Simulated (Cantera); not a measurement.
Standard-state values (1 bar) from the NASA 1993 polynomials, evaluated with Cantera. Values are per mole of reaction as written; species without (g) are pure solids or liquids, kept so even where they would boil at 1 bar.

2 H2S(g) + 2 PbO(g) → 2 H2(g) + O2(g) + 2 PbS

```csv
T (K),ΔH° (kJ),ΔS° (J/K),ΔG° (kJ),log10 K,condensed phases
925,-267.2,-188.8,-92.5,5.23,PbS(s)
1025,[?],[?],[?],[?],PbS(s)
1125,-258.7,-180.5,-55.6,2.58,PbS(s)
1225,-254.5,-176.9,-37.8,1.61,PbS(s)
1325,-250.2,-173.5,-20.3,0.80,PbS(s)
1425,-207.6,-142.8,-4.1,0.15,PbS(l)
1525,-201.9,-138.9,10.0,-0.34,PbS(l)
1625,-196.2,-135.3,23.7,-0.76,PbS(l)
1725,-190.6,-132.0,37.0,-1.12,PbS(l)
1825,[?],[?],[?],[?],PbS(l)
1925,[?],[?],[?],[?],PbS(l)
```

**Question.** Fill in the missing entries.

**Answer.** 
- 1025, ΔH° (kJ): -262.9
- 1025, ΔS° (J/K): -184.4
- 1025, ΔG° (kJ): -73.9
- 1025, log10 K: 3.77
- 1825, ΔH° (kJ): -185.1
- 1825, ΔS° (J/K): -128.9
- 1825, ΔG° (kJ): 50.1
- 1825, log10 K: -1.43
- 1925, ΔH° (kJ): -179.6
- 1925, ΔS° (J/K): -125.9
- 1925, ΔG° (kJ): 62.8
- 1925, log10 K: -1.70
